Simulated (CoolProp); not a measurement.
Computed with CoolProp (reference Helmholtz-energy equation of state, Lemmon 2006). It is a short technical equation, of lower accuracy than the large ones.

Q: Give the vapour pressure (MPa), liquid density (kg/m³), vapour density (kg/m³), liquid cp (kJ/(kg K)) of saturated acetone at 60.55, 79.25 °C.

A: 
| T (°C) | p (MPa) | liquid density (kg/m³) | vapour density (kg/m³) | liquid cp (kJ/(kg K)) |
|---|---|---|---|---|
| 60.55 | 0.118 | 744 | 2.61 | 2.24 |
| 79.25 | 0.211 | 721 | 4.55 | 2.31 |
